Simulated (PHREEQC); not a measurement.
Consider water at 25 °C with 39 mmol/kgw HF, 130 mmol/kgw (CH3)4NF and 0.26 mmol/kgw H2SiF6. Closed to the air; pH follows from the charge balance.

The numbers come from PHREEQC with the ion-association model, phreeqc.dat.

No solid was allowed to form.

**Question.** Predict the pH, ionic strength.

**Answer.** pH 3.67; ionic strength 0.131 mol/kgw.

**Question.** In which forms is F present?

**Answer.** F- 69 %, HF 16 %, HF2- 14 %, SiF6-2 0.9 % of the F.

(CH3)4N+ isn't in the database: it is added as a free cation with an ion size of 4 Å. SiF6-2 is the database's only silicon fluoride.
